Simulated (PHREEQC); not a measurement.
**Nickel, zinc or cadmium bath**

Dissolve 0.18 mol/kgw ZnCl2, 0.00014 mol/kgw KCl and 0.0013 mol/kgw H2SO4 at 25 °C. Closed to the air; pH follows from the charge balance.

The numbers come from PHREEQC with the ion-association model, wateq4f.dat.

Precipitation was switched off in this run.

Task: Predict the pH, activity of water.

Result: pH 2.71; activity of water 0.992.

Task: In which forms is Zn present?

Result: Zn+2 79 %, ZnCl+ 17 %, ZnCl2 2.2 %, ZnCl3- 0.8 % of the Zn.

Complexes and solids missing from the database can't appear.
